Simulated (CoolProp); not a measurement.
Properties of dry air along the isotherm 288.7 K (Tc = 132.5 K, pc = 3.786 MPa, ω = 0.034).

Values from CoolProp's reference Helmholtz-energy equation of state, Lemmon 2000. It is a pseudo-pure fit of the blend.

```
p (MPa)          phase  speed of sound (m/s)  Prandtl number
-------  -------------  --------------------  --------------
0.0299             gas                 340.7           0.708
0.0452             gas                 340.7           0.708
0.0681             gas                 340.7           0.708
0.103              gas                 340.7           0.709
0.155              gas                 340.8           0.709
0.234              gas                 340.9           0.710
0.353              gas                 341.0           0.711
0.532              gas                 341.2           0.712
0.803              gas                 341.4           0.715
1.21               gas                 341.9           0.718
1.83               gas                 342.7           0.723
2.76               gas                 344.1           0.731
4.16     supercritical                 346.6           0.741
6.27     supercritical                 351.3           0.756
9.46     supercritical                 360.4           0.777
```

Viscosity comes from a separate model (Lemmon 2004). Thermal conductivity comes from a separate model (Lemmon 2004).
